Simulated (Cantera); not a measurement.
Mixture: CH4 : O2 : N2 = 1 : 2.47 : 9.28 (molar parts), equivalence ratio 0.81, at 0.642 atm, adiabatic and at constant volume. Ignition delay is the time to a rise of 400 K.

Cantera simulation using GRI-Mech 3.0 (53 species, 325 reactions); the numbers are that mechanism's predictions, not measurements.

Predict: delay at 1125 K; delay at 1325 K; delay at 1525 K; delay at 1725 K; delay at 1925 K; apparent activation energy between 1825 and 2025 K.


```json
{
  "delay at 1125 K": "0.178 s",
  "delay at 1325 K": "10.2 ms",
  "delay at 1525 K": "1.15 ms",
  "delay at 1725 K": "0.245 ms",
  "delay at 1925 K": "77.6 µs",
  "apparent activation energy between 1825 and 2025 K": "160 kJ/mol"
}
```
